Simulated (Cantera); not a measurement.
Charge: 1 mol CaO, a varied amount of HCl, held at 7.50 Torr.

Equilibrium computed with Cantera from the NASA thermochemical tables; the gas is ideal and each condensed phase is pure. Candidate condensed phases: Ca, CaCl₂, CaO, Ca(OH)₂, H₂O; 21 gas species. Mutual solubility and eutectic melting of coexisting phases are not modelled. Condensed phases not in the tables: oxide chlorides. Rates play no part.

Stable condensed phases, one row left out:

```
T in K \ n(HCl) in mol
         2.8   4 5.6   8  11  16  23
   1923    A   B   B   B   B   B   B
   1823    A   B   B   B   B   B   B
   1723    A   B   B   B   B   B   B
   1623    A   B   B   B   B   B   B
   1423    C   D   D   D   D   D   B
   1323    D   D   D   D   D   D   D
   1223    D   D   D   D   D   D   D
   1123    D   D   D   D   D   D   D
   1023    D   D   D   D   D   D   D
    923    D   D   D   D   D   D   D
    823    D   D   D   D   D   D   D
    723    D   D   D   D   D   D   D
    623    D   D   D   D   D   D   D
```

A: CaO; B: gas only; C: CaCl₂ + CaO; D: CaCl₂.

Problem. Give the row for 1523 K.

Solution. 2.8: CaCl₂ + CaO; 4: CaCl₂; 5.6: gas only; 8: gas only; 11: gas only; 16: gas only; 23: gas only.
